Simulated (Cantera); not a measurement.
A closed system holds: 1 mol SiH₄, a varied amount of O₂, 5.2 mol N₂, equilibrated at 1627 °C and 0.0130 bar.

Method: chemical equilibrium by Gibbs-energy minimisation in Cantera with the NASA 1993 tables (ideal gas, pure condensed phases). Candidate condensed phases: H₂O, Si, SiO₂, Si₂N₂O, Si₃N₄; 35 gas species. The tables hold silica as quartz up to 1696 K and as liquid above; real silica turns to tridymite and cristobalite and melts near 1996 K. Kinetics and transport are ignored.

log p: log10 of the partial pressure in bar; n: condensed amount in mol.

| n(O₂) (mol) | log p N₂ | log p O₂ | log p H₂ | log p H₂O | log p SiO | log p NO | log p OH | n SiO₂(condensed) |
|---|---|---|---|---|---|---|---|---|
| 0.8 | -2.05 | -11.23 | -2.48 | -4.21 | -3.13 | … | -7.15 | 0.564 |
| 1.9 | -2.03 | -5.87 | -3.44 | -2.49 | -5.81 | … | -4.96 | 0.999 |
| 2.9 | -2.08 | -2.85 | -4.96 | -2.50 | -7.32 | … | -4.21 | 1.000 |
| 4 | -2.14 | -2.56 | -5.16 | -2.56 | -7.46 | -4.20 | -4.16 | 1.000 |
| 5.1 | -2.19 | -2.42 | -5.28 | -2.61 | -7.54 | -4.15 | -4.15 | 1.000 |
| 6.2 | -2.23 | -2.33 | -5.37 | -2.65 | -7.58 | -4.13 | -4.15 | 1.000 |
| 7.3 | -2.27 | -2.26 | -5.44 | -2.69 | -7.61 | -4.12 | -4.16 | 1.000 |
| 8.3 | -2.30 | -2.22 | -5.50 | -2.73 | -7.63 | -4.11 | -4.16 | 1.000 |
| 9.4 | -2.34 | -2.19 | -5.55 | -2.76 | -7.65 | -4.11 | -4.17 | 1.000 |

**Question.** Some entries are withheld; supply them.

**Answer.** 
- 0.8, log p NO: -8.49
- 1.9, log p NO: -5.80
- 2.9, log p NO: -4.32
